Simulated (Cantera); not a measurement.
Input: 1 mol SiO2, 2.7 mol CO, 0.46 mol H2, 0.63 mol CH4, equilibrated at 2025 K and 0.820 bar.

These are equilibrium values from Cantera (NASA tables, ideal gas, pure condensed phases), not measurements of a reactor. Candidate condensed phases: C, C6H6, C7H8, C8H18, H2O, Si, SiC, SiO2; 123 gas species. The tables hold silica as quartz up to 1696 K and as liquid above; real silica turns to tridymite and cristobalite and melts near 1996 K. Rates play no part.

What is the equilibrium state?


```
Quantity                                    Value
--------------------------------------  ---------
x(CO)                                       0.585
x(H2)                                       0.302
x(SiO)                                      0.111
x(H)                                      0.00117
x(H2O)                                   0.000350
x(CO2)                                   0.000145
x(Si)                                     3.61e-6
x(SiH2)                                   1.88e-6
x(CH4)                                    1.30e-6
n(SiO2(l))                              0.367 mol
gas amount                              5.686 mol
log10 activity of Si(l) (absent)            -1.29
log10 activity of C(graphite) (absent)      -1.36
```
